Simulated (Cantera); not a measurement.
An isothermal, constant-pressure homogeneous reactor starts with 56.5 % CH4, 23.7 % CO2, 12.4 % H2, 7.34 % H2O, at 1725 K and 9.87 atm.

Computed with Cantera and GRI-Mech 3.0 (53 species, 325 reactions). GRI-Mech 3.0 stops at C3 and has no aromatics, soot or wall deposition, so with more carbon than oxygen in the feed, carbon stays in small species such as C2H2 where larger ones or solid carbon would form.

x: mole fraction; the columns are a selection and need not sum to one.

```csv
t (s),x CH4,x CO2,x H2,x CH2,x OH,x C2H2,x CH2CO
3.00e-6,0.564,0.237,0.125,1.71e-8,1.86e-7,1.71e-8,1.12e-11
1.15e-5,0.562,0.237,0.125,___,___,___,7.02e-10
4.40e-5,0.554,0.236,0.130,6.26e-8,3.60e-7,0.000107,2.19e-8
0.000169,0.520,0.230,0.154,7.34e-8,4.13e-7,0.00342,6.16e-7
0.000646,0.418,0.205,0.233,5.79e-8,4.38e-7,0.0318,6.70e-6
0.00248,0.249,0.138,0.344,4.65e-8,5.79e-7,0.0861,2.24e-5
0.00949,0.118,0.0416,0.389,4.77e-8,8.83e-7,0.120,4.38e-5
0.0363,0.0959,0.0191,0.423,3.75e-8,7.60e-7,0.106,3.46e-5
0.139,0.0934,___,___,___,___,___,___
0.533,0.0838,0.00421,0.542,1.29e-8,1.20e-7,0.0410,6.11e-6
2.04,0.0764,0.000296,0.570,1.01e-8,8.09e-9,0.0296,3.89e-6
7.83,0.0758,4.99e-6,0.572,9.90e-9,1.37e-10,0.0288,3.77e-6
30.0,0.0758,4.95e-6,0.572,9.90e-9,1.36e-10,0.0288,3.77e-6
```

Some entries are withheld; supply them.


- 1.15e-5, x CH2: 3.73e-8
- 1.15e-5, x OH: 2.74e-7
- 1.15e-5, x C2H2: 2.02e-6
- 0.139, x CO2: 0.0124
- 0.139, x H2: 0.482
- 0.139, x CH2: 2.20e-8
- 0.139, x OH: 4.06e-7
- 0.139, x C2H2: 0.0708
- 0.139, x CH2CO: 1.56e-5
